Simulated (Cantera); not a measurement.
Standard-state values (1 bar) from the NASA 1993 polynomials, evaluated with Cantera. Values are per mole of reaction as written; species without (g) are pure solids or liquids, kept so even where they would boil at 1 bar.

Between 300 and 2700 K, where is each reaction favourable under standard conditions?
- V₂O₄ + H₂O(g) → 2 H(g) + V₂O₅


- V₂O₄ + H₂O(g) → 2 H(g) + V₂O₅: ΔG° is 534 kJ at 300 K and 297 kJ at 2700 K; it stays positive (K < 1). ΔH° is 499 kJ and ΔS° 75 J/K at 2700 K.
